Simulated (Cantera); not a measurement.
Input (Python, Cantera):

```python
import numpy as np
import cantera as ct

gas = ct.Solution("gri30.yaml")
gas.TPX = 1073, 27000, {'N2O': 1, 'H2': 0.023, 'N2': 3.3}
reactor = ct.IdealGasConstPressureReactor(gas, energy="off", clone=False)
net = ct.ReactorNet([reactor])
net.rtol, net.atol = 1e-08, 1e-18
show = ['N2O', 'H2', 'HO2', 'OH', 'O', 'NO', 'H2O2']
times = np.geomspace(1e-06, 100, 11)

steps = ct.SolutionArray(gas, extra=["t"])
rows = []
print(f"{'t/s':>10s}{'T/K':>9s}{'P/Pa':>11s}" + "".join(f"{s:>11s}" for s in show))
for t in times:
    while net.time < t:
        t_next = net.step()
        steps.append(gas.state, t=t_next)
    rows.append([np.interp(t, steps.t, y) for y in (steps.T, steps.P, *steps(*show).X.T)])
    print(f"{t:10.3e}{rows[-1][0]:9.1f}{rows[-1][1]:11.4g}" + "".join(f"{x:11.3e}" for x in rows[-1][2:]))
rate = np.gradient(steps.T, steps.t)
print("integrator steps:", len(steps.t))
if steps.T.max() > steps.T[0] + 200:
    print(f"time of steepest temperature rise: {steps.t[rate.argmax()]:.4e} s")
gas.TPX = 1073, 27000, {'N2O': 1, 'H2': 0.023, 'N2': 3.3}
gas.equilibrate("TP")
print(f"equilibrium (TP): T = {gas.T:.1f} K  " + "  ".join(f"{s} {gas[s].X[0]:.3e}" for s in show))
```

It prints:

```
       t/s      T/K       P/Pa        N2O         H2        HO2         OH          O         NO       H2O2
 1.000e-06   1073.0    2.7e+04  2.313e-01  5.320e-03  8.029e-17  3.268e-12  1.273e-09  5.060e-13  5.419e-23
 6.310e-06   1073.0    2.7e+04  2.313e-01  5.320e-03  1.941e-14  1.283e-10  7.792e-09  1.958e-11  7.946e-20
 3.981e-05   1073.0    2.7e+04  2.313e-01  5.320e-03  4.717e-12  4.837e-09  4.084e-08  7.089e-10  1.339e-16
 2.512e-04   1073.0    2.7e+04  2.313e-01  5.320e-03  7.760e-10  1.088e-07  1.045e-07  1.797e-08  1.865e-13
 1.585e-03   1073.0    2.7e+04  2.313e-01  5.302e-03  4.437e-08  8.586e-07  1.106e-07  3.260e-07  8.446e-11
 1.000e-02   1073.0    2.7e+04  2.308e-01  4.795e-03  2.851e-07  3.534e-06  1.335e-07  5.755e-06  5.877e-09
 6.310e-02   1073.0    2.7e+04  2.273e-01  1.517e-03  4.080e-07  3.964e-06  1.723e-07  2.802e-05  1.142e-08
 3.981e-01   1073.0    2.7e+04  2.249e-01  4.455e-05  1.799e-07  1.422e-06  1.912e-07  7.109e-05  1.909e-09
 2.512e+00   1073.0    2.7e+04  2.190e-01  3.130e-09  6.513e-08  1.462e-06  1.820e-07  3.370e-04  9.944e-10
 1.585e+01   1073.0    2.7e+04  1.858e-01  2.399e-09  1.389e-08  1.656e-06  1.734e-07  1.921e-03  1.087e-09
 1.000e+02   1073.0    2.7e+04  7.266e-02  1.905e-09  2.426e-09  1.467e-06  1.337e-07  6.995e-03  8.573e-10
integrator steps: 2062
equilibrium (TP): T = 1073.0 K  N2O 2.092e-09  H2 1.934e-11  HO2 2.526e-10  OH 1.103e-07  O 7.679e-10  NO 4.921e-05  H2O2 5.330e-12
```

Cantera simulation using GRI-Mech 3.0 (53 species, 325 reactions); the numbers are that mechanism's predictions, not measurements. GRI-Mech 3.0 was tuned for natural gas; its chemistry of N2O as a main component is partial and can be far from experiment. The mechanism lacks the step 2 NO + O2 → 2 NO2, which can matter for NO2 below about 1400 K. The temperature is held fixed by assumption; the heat of reaction is taken as removed at once.
